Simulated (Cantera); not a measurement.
Feed: 1 mol Ta2O5, 0.33 mol CH4, 0.56 mol H2, at 602 °C and 12.0 Torr.

Method: chemical equilibrium by Gibbs-energy minimisation in Cantera with the NASA 1993 tables (ideal gas, pure condensed phases). Candidate condensed phases: C, C6H6, C7H8, C8H18, H2O, Ta, TaC, Ta2O5; 113 gas species. TaC: taken at fixed stoichiometry. Condensed phases not in the tables: Ta2C. Equilibrium is a limit: real reactors are often held back by kinetics, nucleation or transport.

What is the equilibrium state?

x(H2): 0.993
x(CH4): 0.00688
x(CO): 0.000460
x(H2O): 2.98e-5
n(C(graphite)): 0.321 mol
n(TaC(s)): 0.000238 mol
n(Ta2O5(s)): 1.000 mol
gas amount: 1.212 mol
log10 activity of Ta(s) (absent): -8.42
